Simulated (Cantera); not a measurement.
A closed system holds: 1 mol C₆H₆, 0.31 mol H₂O, held at 1702 °C and 3.00 bar.

Method: chemical equilibrium by Gibbs-energy minimisation in Cantera with the NASA 1993 tables (ideal gas, pure condensed phases). Candidate condensed phases: C, C₆H₆, C₇H₈, C₈H₁₈, H₂O; 110 gas species. The numbers say what is thermodynamically allowed, not how fast it happens.

Base state: H₂ 0.912, CO 0.0857, CH₄ 0.00113, H 0.000754, C₂H₂ (acetylene) 0.000592, H₂O 3.04e-5, CH₃ 1.86e-5, C₂H₄ 1.26e-5 (mole fractions); condensed: C(graphite).

**Question.** What changes in the equilibrium state with this change: H₂O from 0.31 to 1.2 mol?

**Answer.** 
```json
[
 {"species": "H₂", "before": "0.912", "after": "0.776"},
 {"species": "CO", "before": "0.0857", "after": "0.222"},
 {"species": "CH₄", "before": "0.00113", "after": "0.000819"},
 {"species": "H₂O", "before": "3.04e-5", "after": "6.70e-5"},
 {"species": "C₂H₄", "before": "1.26e-5", "after": "9.10e-6"},
 {"species": "CH₃", "before": "1.86e-5", "after": "1.46e-5"},
 {"species": "C₂H₂ (acetylene)", "before": "0.000592", "after": "0.000504"},
 {"species": "H", "before": "0.000754", "after": "0.000696"},
 {"species": "C(graphite), mol", "before": "5.68", "after": "4.79"}
]
```
